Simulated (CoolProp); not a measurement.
Model: reference Helmholtz-energy equation of state, Thol 2015, in CoolProp.

**Question.** Give the vapour pressure (MPa), liquid density (kg/m³), enthalpy of vaporisation (kJ/kg), liquid cp (kJ/(kg K)) of saturated 1,2-dichloroethane at 88.35, 137.85, 199.85 °C.

**Answer.** 
```csv
T (°C),p (MPa),liquid density (kg/m³),enthalpy of vaporisation (kJ/kg),liquid cp (kJ/(kg K))
88.35,0.118,1150,322,1.37
137.85,0.431,1060,291,1.45
199.85,1.44,935,240,1.60
```
